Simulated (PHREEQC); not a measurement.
Metal-bearing waste water: speciation

Solution (25 °C): 0.062 mol/kgw CuSO4, 3e-05 mol/kgw H3AsO4, 0.00063 mol/kgw HCl and 5.2e-05 mol/kgw NaCl. Closed to the air; pH follows from the charge balance.

Model: ion-association model, wateq4f.dat, run in PHREEQC.

Each row changes one thing in this solution. Precipitation was switched off in this run.

| case | pH | ionic strength (mol/kgw) | Na+ (mol/kgw) | H2AsO4- (mol/kgw) | H3AsO4 (mol/kgw) | HAsO4-2 (mol/kgw) | SI of Halite (NaCl) |
|---|---|---|---|---|---|---|---|
| as made | 3.61 | 0.136 | 4.92e-5 | 2.89e-5 | 1.05e-6 | 1.82e-8 | -9.32 |
| diluted 5-fold with water | 4.09 | 0.0339 | 1.02e-5 | 5.91e-6 | 7.97e-8 | 8.45e-9 | … |
| CuSO4 left out | 3.19 | 0.000709 | 5.20e-5 | 2.67e-5 | 3.30e-6 | 3.17e-9 | -9.06 |
| temperature from 25 to 40 °C | 3.69 | 0.134 | 4.91e-5 | 2.90e-5 | 1.00e-6 | 2.36e-8 | -9.37 |
| 0.014 mol/kgw CaSO4 added | 3.65 | … | 4.89e-5 | 2.90e-5 | … | 2.09e-8 | -9.33 |
| HCl left out | 4.53 | 0.136 | 4.92e-5 | 2.97e-5 | 1.31e-7 | … | -10.43 |

**Question.** Fill in the missing entries.

**Answer.** 
- diluted 5-fold with water, SI of Halite (NaCl): -10.59
- 0.014 mol/kgw CaSO4 added, ionic strength (mol/kgw): 0.163
- 0.014 mol/kgw CaSO4 added, H3AsO4 (mol/kgw): 9.41e-7
- HCl left out, HAsO4-2 (mol/kgw): 1.54e-7

Species that the database lacks are ignored. Some of these states are supersaturated (in Gypsum, Antlerite, Brochantite, for instance). Away from 25 °C the constants follow the database's enthalpies or fits; those with neither stay at their 25 °C values. The database has no arsenate complexes of Cu, Ca.
